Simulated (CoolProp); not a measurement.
A simple Rankine cycle with o-xylene: condensing at 322.15 K, boiler at 0.0603 MPa, turbine inlet 549 K, turbine efficiency 0.6, pump efficiency 0.7, no recuperator. Each further row changes one setting.

Computed with CoolProp (reference Helmholtz-energy equation of state, Zhou 2012).

```csv
case,thermal efficiency (%),net work (kJ/kg),heat in (kJ/kg),turbine exit temperature (K),volume ratio over the turbine
as stated,9.0,70.9,788,[?],17.5
turbine inlet 569 K,8.9,73.6,[?],533.4,17.5
condensing temperature 314.15 K,10.0,[?],[?],509.0,26.0
boiler pressure 0.0422 MPa,[?],[?],789,518.0,12.3
turbine efficiency 0.5,7.5,[?],788,519.6,[?]
```

**Question.** Some entries are withheld; supply them.

**Answer.** 
- as stated, turbine exit temperature (K): 513.7
- turbine inlet 569 K, heat in (kJ/kg): 831
- condensing temperature 314.15 K, net work (kJ/kg): 80.1
- condensing temperature 314.15 K, heat in (kJ/kg): 803
- boiler pressure 0.0422 MPa, thermal efficiency (%): 8.0
- boiler pressure 0.0422 MPa, net work (kJ/kg): 62.7
- turbine efficiency 0.5, net work (kJ/kg): 59.1
- turbine efficiency 0.5, volume ratio over the turbine: 17.7
